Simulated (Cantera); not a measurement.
An adiabatic, constant-pressure homogeneous reactor starts with 3.35 % CH4, 20.3 % O2, 76.4 % N2, equivalence ratio 0.33, at 1798 K and 100000 Pa.

Detailed kinetics in Cantera: GRI-Mech 3.0 (53 species, 325 reactions).

Task: Predict: time of steepest temperature rise; temperature at 9.00 s; equilibrium temperature; x(O2) at 9.00 s; x(H2) at 9.00 s; x(H) at 9.00 s.

Result: 
```json
{
  "time_of_steepest_temperature_rise": "0.111 ms",
  "temperature at 9.00 s": "2398 K",
  "equilibrium_temperature": "2398 K",
  "x(O2) at 9.00 s": "0.126 (gas-phase equilibrium 0.126)",
  "x(H2) at 9.00 s": "0.000627 (gas-phase equilibrium 0.000627)",
  "x(H) at 9.00 s": "0.000398 (gas-phase equilibrium 0.000398)"
}
```
